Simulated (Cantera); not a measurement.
# Adiabatic ignition

An adiabatic, constant-pressure homogeneous reactor starts with 7.96 % CH4, 4.30 % H2, 18.5 % O2, 69.3 % N2, equivalence ratio 0.98, at 1200 K and 1.00 atm.

Computed with Cantera and GRI-Mech 3.0 (53 species, 325 reactions).

| t (s) | T (K) | x CH4 | x H2 | x O2 | x O | x C2H6 | x NO2 |
|---|---|---|---|---|---|---|---|
| 2.00e-6 | 1200 | 0.0796 | 0.0430 | 0.185 | 1.17e-10 | <1e-12 | <1e-12 |
| 5.49e-6 | 1200 | 0.0796 | 0.0430 | 0.185 | 2.45e-10 | <1e-12 | <1e-12 |
| 1.51e-5 | 1200 | 0.0796 | 0.0430 | 0.185 | 3.89e-10 | <1e-12 | <1e-12 |
| 4.13e-5 | 1200 | 0.0796 | 0.0430 | 0.185 | 8.43e-10 | 5.20e-12 | <1e-12 |
| 0.000113 | 1200 | 0.0796 | 0.0430 | 0.185 | 3.50e-9 | 2.99e-10 | <1e-12 |
| 0.000311 | 1200 | 0.0795 | 0.0430 | 0.185 | 6.94e-8 | 1.84e-7 | <1e-12 |
| 0.000854 | 1208 | 0.0783 | 0.0425 | 0.184 | 1.31e-6 | 0.000376 | <1e-12 |
| 0.00234 | 2543 | <1e-12 | 0.0178 | 0.0232 | 0.00598 | <1e-12 | 5.14e-8 |
| 0.00643 | 2637 | <1e-12 | 0.0146 | 0.0180 | 0.00369 | <1e-12 | 1.23e-6 |
| 0.0176 | 2633 | <1e-12 | 0.0147 | 0.0172 | 0.00354 | <1e-12 | 1.70e-6 |
| 0.0484 | 2633 | <1e-12 | 0.0147 | 0.0172 | 0.00354 | <1e-12 | 1.72e-6 |
| 0.133 | 2633 | <1e-12 | 0.0147 | 0.0172 | 0.00354 | <1e-12 | 1.72e-6 |
| 0.364 | 2633 | <1e-12 | 0.0147 | 0.0172 | 0.00354 | <1e-12 | 1.72e-6 |
| 1.00 | 2633 | <1e-12 | 0.0147 | 0.0172 | 0.00354 | <1e-12 | 1.72e-6 |
x: mole fraction; the columns are a selection and need not sum to one.

```
Item                                                              Result
---------------------------------  -------------------------------------
time of steepest temperature rise                                2.13 ms
temperature at 1.00 s                                             2633 K
equilibrium temperature                                           2633 K
x(CH4) at 1.00 s                   <1e-12 (gas-phase equilibrium <1e-12)
x(H2) at 1.00 s                    0.0147 (gas-phase equilibrium 0.0147)
x(O2) at 1.00 s                    0.0172 (gas-phase equilibrium 0.0172)
```
